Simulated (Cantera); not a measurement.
Mixture: CH₄ : O₂ : N₂ = 1 : 1.43 : 8.14 (molar parts), equivalence ratio 1.4, at 1.68 atm, adiabatic and at constant pressure. Ignition delay is the time to a rise of 400 K.

Detailed kinetics in Cantera: GRI-Mech 3.0 (53 species, 325 reactions).

Question: At T0 = 1500 K, what is the delay, and which 5 reactions control it most (d ln τ / d ln k, from doubling and halving each rate constant)?

Answer: The delay is 1.31 ms.
| reaction | d ln τ / d ln k | faster rate |
|---|---|---|
| CH3 + O2 <=> CH3O + O | -0.43 | shortens it |
| 2 CH3 (+M) <=> C2H6 (+M) | 0.38 | lengthens it |
| H + O2 <=> O + OH | -0.35 | shortens it |
| CH4 + H <=> CH3 + H2 | 0.26 | lengthens it |
| CH3 + O2 <=> CH2O + OH | -0.22 | shortens it |
